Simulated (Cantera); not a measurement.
A closed system holds: 1 mol Si₃N₄, 0.12 mol O₂, 1.5 mol H₂, held at 13300 Pa.

Equilibrium computed with Cantera from the NASA thermochemical tables; the gas is ideal and each condensed phase is pure. Candidate condensed phases: H₂O, Si, SiO₂, Si₂N₂O, Si₃N₄; 35 gas species. Mutual solubility and eutectic melting of coexisting phases are not modelled. Gases not in the tables: Si₂H₆ and higher silanes. The numbers say what is thermodynamically allowed, not how fast it happens.

**Question.** At 1800 K, list the 4 most abundant gas species with their mole fractions, and the condensed phases.

**Answer.** H₂ 0.930, N₂ 0.0660, SiO 0.00246, H 0.000946. Condensed: Si(l) + Si₂N₂O(s) + Si₃N₄(s).
